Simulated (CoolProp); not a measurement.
Saturation properties of hydrogen sulfide.

Model: reference Helmholtz-energy equation of state, Lemmon 2006, in CoolProp. It is a short technical equation, of lower accuracy than the large ones.

```tsv
T (K)	p (kPa)	vapour density (kg/m³)	enthalpy of vaporisation (kJ/kg)	surface tension (mN/m)	liquid viscosity (µPa s)
293.4	1792	30.07	425.6	12.2	130
299.2	2070	34.79	413.5	11.1	123
304.9	2371	40.01	401.0	10.1	117
310.6	2704	45.92	387.6	9.08	111
316.4	3075	52.72	373.1	8.08	104
322.1	3475	60.32	357.8	7.11	98.5
327.8	3910	68.99	341.2	6.16	92.8
333.6	4393	79.15	322.9	5.22	87.0
```

It boils at 212.9 K under 1 atm.

Viscosity comes from a separate model (Quiñones-Cisneros 2012). Surface tension comes from a separate correlation (Mulero 2012).
